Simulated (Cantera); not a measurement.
Input: 1 mol Al2O3, a varied amount of C, 6.7 mol N2, equilibrated at 1927 °C and 23.0 Pa.

Method: chemical equilibrium by Gibbs-energy minimisation in Cantera with the NASA 1993 tables (ideal gas, pure condensed phases). Candidate condensed phases: Al, AlN, Al2O3, C; 32 gas species. Rates play no part.

At 0.18 mol C, list the 5 most abundant gas species with their mole fractions, and the condensed phases.

N2 0.957, CO 0.0257, Al 0.0140, Al2O 0.00228, AlO 0.000514. Condensed: Al2O3(s).
